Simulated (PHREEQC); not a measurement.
Dissolve 0.0011 mol KOH, 0.0015 mol NaAlO2 and 0.003 mol Na2CO3 per kg of water at 18 °C. Closed to the air; pH follows from the charge balance.

Model: ion-association model, phreeqc.dat, run in PHREEQC.

This is a speciation only: nothing precipitates in the calculation.

### Question
Order these C species by the share of C that they hold, largest first: CO3-2, NaCO3-, HCO3-.

### Answer
CO3-2 (87 %), HCO3- (7.7 %), NaCO3- (5.5 %)

The pH is 11.31 and the ionic strength 0.0110 mol/kgw. Examples of supersaturated solids here: Gibbsite (slow to form). Others may be too. Complexes and solids missing from the database can't appear.
